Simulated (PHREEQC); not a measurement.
0.021 g of hydrous ferric oxide (600 m²/g; 0.2 weak and 0.005 strong sites per Fe, Dzombak-Morel constants, diffuse double layer) in 1 kg of water with 0.05 mol/kgw of an inert sodium salt and 1.4e-07 mol ZnCl2, at 25 °C; the pH is set by adding NaOH or the inert anion's acid. O2 is buffered at 0.21 atm. The system is closed to CO2. Precipitation was switched off in this run.

Base run: PHREEQC, ion-association model, wateq4f.dat. Each further column changes one thing. The table gives Zn sorbed (%).

| pH | base | background salt from 0.05 to 0.005 mol/kgw | oxide from 0.021 to 0.11 g/kgw | 0.00016 mol/kgw BaCl2 added |
|---|---|---|---|---|
| 3 | 0.0 | 0.0 | 0.0 | 0.0 |
| 4.33 | 0.0 | 0.0 | 0.0 | 0.0 |
| 5.67 | 2.1 | 2.0 | (withheld) | 2.1 |
| 7 | 81.9 | (withheld) | (withheld) | (withheld) |
| 8.33 | 99.9 | 99.9 | 100.0 | (withheld) |
| 9.67 | 100.0 | 100.0 | 100.0 | (withheld) |
| 11 | 99.8 | 99.9 | 100.0 | (withheld) |

**Question.** What belongs in the gaps?

**Answer.** 
- 5.67, oxide from 0.021 to 0.11 g/kgw: 10.3
- 7, background salt from 0.05 to 0.005 mol/kgw: 84.6
- 7, oxide from 0.021 to 0.11 g/kgw: 96.2
- 7, 0.00016 mol/kgw BaCl2 added: 78.8
- 8.33, 0.00016 mol/kgw BaCl2 added: 98.4
- 9.67, 0.00016 mol/kgw BaCl2 added: 97.9
- 11, 0.00016 mol/kgw BaCl2 added: 22.0

The oxide is taken as insoluble; below pH 4 it would dissolve.
